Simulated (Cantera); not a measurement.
Input (Python, Cantera):

```python
import numpy as np
import cantera as ct

gas = ct.Solution("gri30.yaml")
gas.TPX = 500, 24000, {'CH4': 1, 'H2': 0.16, 'O2': 1.6, 'N2': 6.4}
flame = ct.FreeFlame(gas, width=0.11)
flame.set_refine_criteria(ratio=3, slope=0.08, curve=0.16)
flame.transport_model = "mixture-averaged"
flame.solve(loglevel=0, auto=True)
flame.transport_model = "multicomponent"
flame.soret_enabled = True
flame.solve(loglevel=0, refine_grid=True)
z, T = flame.grid, flame.T
thick = (T[-1] - T[0]) / np.gradient(T, z).max()
show = ['CH4', 'H2', 'O2', 'CH2CO', 'O', 'HO2']
print(f"laminar burning velocity  {flame.velocity[0] * 100:.3f} cm/s")
print(f"burnt temperature         {T[-1]:.1f} K")
print(f"thermal thickness         {thick * 1e3:.4f} mm")
print(f"grid points               {len(z)}")
z0 = z[flame.heat_release_rate.argmax()]
print(f"{'z/mm':>9s}{'T/K':>9s}{'u/(m/s)':>9s}" + "".join(f"{s:>11s}" for s in show))
rows = []
for k in (-3, -2, -1.5, -1, -0.5, -0.25, 0, 0.25, 0.5, 1, 2, 4, 8):
    zz = z0 + k * thick
    rows.append([k * thick, np.interp(zz, z, T), np.interp(zz, z, flame.velocity),
                 *(np.interp(zz, z, flame.X[gas.species_index(s)]) for s in show)])
    print(f"{rows[-1][0] * 1e3:9.3f}{rows[-1][1]:9.1f}{rows[-1][2]:9.3f}" + "".join(f"{x:11.3e}" for x in rows[-1][3:]))
```

It prints:

```
laminar burning velocity  100.245 cm/s
burnt temperature         2128.7 K
thermal thickness         1.3486 mm
grid points               153
     z/mm      T/K  u/(m/s)        CH4         H2         O2      CH2CO          O        HO2
   -4.046    500.1    1.003  1.091e-01  1.795e-02  1.746e-01  1.024e-10  6.865e-11  7.781e-08
   -2.697    501.8    1.008  1.087e-01  1.911e-02  1.744e-01  4.482e-09  2.503e-09  1.574e-06
   -2.023    510.5    1.027  1.076e-01  2.080e-02  1.738e-01  5.360e-08  2.337e-08  9.620e-06
   -1.349    589.2    1.191  1.009e-01  2.548e-02  1.692e-01  1.537e-06  5.034e-07  4.699e-05
   -0.674   1030.5    2.124  6.966e-02  3.874e-02  1.328e-01  4.323e-05  2.306e-05  6.049e-05
   -0.337   1424.1    2.985  3.770e-02  4.762e-02  9.005e-02  1.323e-04  1.442e-04  1.041e-04
    0.000   1764.9    3.752  1.024e-02  5.120e-02  4.464e-02  1.278e-04  5.744e-04  5.595e-05
    0.337   1921.9    4.103  1.249e-03  4.721e-02  1.782e-02  2.800e-05  1.172e-03  7.481e-06
    0.674   1962.5    4.185  9.394e-05  4.341e-02  7.503e-03  2.420e-06  1.461e-03  1.005e-06
    1.349   1979.9    4.208  4.513e-07  4.253e-02  2.996e-03  1.930e-08  1.450e-03  3.524e-07
    2.697   1993.7    4.227  1.026e-10  4.350e-02  2.211e-03  1.766e-11  1.300e-03  2.762e-07
    5.394   2011.6    4.259  2.860e-14  4.364e-02  1.873e-03  8.752e-15  1.107e-03  2.382e-07
   10.789   2037.7    4.307  2.852e-15  4.345e-02  1.441e-03  4.285e-17  8.401e-04  1.893e-07
```

Model: GRI-Mech 3.0 (53 species, 325 reactions), integrated in Cantera. Burning velocities carry a grid error of a few per cent, more on coarse grids.
